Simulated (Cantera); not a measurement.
A perfectly stirred reactor is fed with 6.67 % CH4, 93.3 % N2, at 99000 Pa; it is held at 1850 K, and followed from long to short residence time.

Detailed kinetics in Cantera: GRI-Mech 3.0 (53 species, 325 reactions). GRI-Mech 3.0 stops at C3 and has no aromatics, soot or wall deposition, so with more carbon than oxygen in the feed, carbon stays in small species such as C2H2 where larger ones or solid carbon would form.

**Question.** Predict: x(CH4) at τ = 2.00 s; x(C2H4) at τ = 2.00 s; x(CH2) at τ = 2.00 s; x(C2H6) at τ = 2.00 s; x(C2H) at τ = 2.00 s; x(CH4) at τ = 20.0 ms; x(C2H4) at τ = 20.0 ms; x(CH2) at τ = 20.0 ms; x(C2H6) at τ = 20.0 ms; x(C2H) at τ = 20.0 ms.

**Answer.** 
```
Item                      Result
----------------------  --------
x(CH4) at τ = 2.00 s     0.00138
x(C2H4) at τ = 2.00 s    4.78e-5
x(CH2) at τ = 2.00 s     1.00e-7
x(C2H6) at τ = 2.00 s    1.49e-7
x(C2H) at τ = 2.00 s     5.79e-7
x(CH4) at τ = 20.0 ms     0.0135
x(C2H4) at τ = 20.0 ms  0.000215
x(CH2) at τ = 20.0 ms    7.68e-7
x(C2H6) at τ = 20.0 ms   1.28e-5
x(C2H) at τ = 20.0 ms    4.40e-7
```
